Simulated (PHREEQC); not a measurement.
A solution holds 0.029 mol LiOH, 0.00093 mol Na2SiO3 and 0.00013 mol Na2CO3 per kg of water, at 25 °C. Closed to the air; pH follows from the charge balance.

All values are PHREEQC results (ion-association model, phreeqc.dat), not measurements.

No solid was allowed to form.

### Question
Estimate the pH, specific conductance.

### Answer
pH 12.39; specific conductance 6350 µS/cm.

### Question
In which forms is Si present?

### Answer
H3SiO4- 79 %, H2SiO4-2 21 % of the Si.
